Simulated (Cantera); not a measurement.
**Diamond growth**

A diamond (100) surface in a fixed gas of H2 with x(CH4) = 0.021, x(CH3) = 0.0002, at 1075 K, 8.25 Torr; coverages are run to steady state.

Computed with Cantera and the Harris–Goodwin 1993 mechanism for the reconstructed diamond (100) surface.

```tsv
x(H)	growth (µm/h)	θ c6HH	θ c6H*	θ c6*H	θ c6**	θ c6HM
0.0001	0.0364	0.595	0.0214	0.360	0.00470	0.0104
0.0002	0.0720	0.561	0.0230	0.387	0.00751	0.0118
0.0004	0.134	0.542	0.0239	0.403	0.0103	0.0127
0.0008	0.238	0.532	0.0244	0.411	0.0125	0.0127
0.0016	0.405	0.528	0.0247	0.416	0.0140	0.0117
0.0032	0.638	0.526	0.0249	0.419	0.0149	0.00962
0.0064	0.908	0.527	0.0251	0.422	0.0155	0.00702
0.013	1.16	0.528	0.0252	0.424	0.0158	0.00448
0.026	1.35	0.529	0.0254	0.425	0.0159	0.00262
```
θ: site fractions in the mechanism's names (c6HH fully hydrogenated, c6H* and c6*H radical sites, c6** diradical, c6HM methylated).
